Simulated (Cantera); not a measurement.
Input: 1 mol Si, 0.039 mol N2O, 19 mol N2, 0.0039 mol O2, held at 0.100 bar.

Cantera equilibrium calculation (NASA polynomials, part measured and part estimated; ideal gas, pure solids and liquids). Candidate condensed phases: Si, SiO2, Si2N2O, Si3N4; 16 gas species. Mutual solubility and eutectic melting of coexisting phases are not modelled. The tables' values for SiN are old estimates; treat these amounts as uncertain. Kinetics and transport are ignored.

log p: log10 of the partial pressure in bar; n: condensed amount in mol.

```tsv
T (K)	log p N2	log p SiO	log p Si	log p SiN	log p Si2N	log p Si2	log p Si3	n Si2N2O(s)	n Si3N4(s)
948	-1.00	<-13	<-13	<-13	<-13	<-13	<-13	0.0468	0.302
1023	-1.00	<-13	<-13	<-13	<-13	<-13	<-13	0.0468	0.302
1098	-1.00	<-13	<-13	<-13	<-13	<-13	<-13	0.0468	0.302
1173	-1.00	?	<-13	<-13	<-13	<-13	<-13	0.0468	0.302
1248	-1.00	-11.25	<-13	<-13	<-13	<-13	<-13	0.0468	0.302
1323	-1.00	-9.87	<-13	<-13	<-13	<-13	<-13	0.0468	0.302
1398	-1.00	-8.64	-11.95	-12.14	<-13	<-13	<-13	0.0468	0.302
1473	-1.00	-7.54	-10.63	-10.97	<-13	<-13	<-13	0.0468	0.302
1548	-1.00	-6.55	-9.45	-9.93	-11.68	<-13	<-13	0.0467	0.302
1623	-1.00	?	?	-8.98	?	?	<-13	0.0464	0.302
1698	-1.00	-4.83	-7.40	-8.11	-9.07	-10.97	-12.79	0.0441	0.303
1773	-1.00	-4.09	-6.50	-7.32	-7.94	-9.59	-11.04	0.0318	0.307
1848	-1.00	-3.60	-5.68	-6.60	-6.90	-8.32	-9.44	0	0.318
1923	-1.00	-3.60	-4.93	-5.93	-5.94	-7.16	-7.97	0	0.317
```

What belongs in the gaps?


- 1623, log p SiO: -5.65
- 1623, log p Si: -8.38
- 1623, log p Si2N: -10.31
- 1623, log p Si2: -12.49
- 1173, log p SiO: -12.81
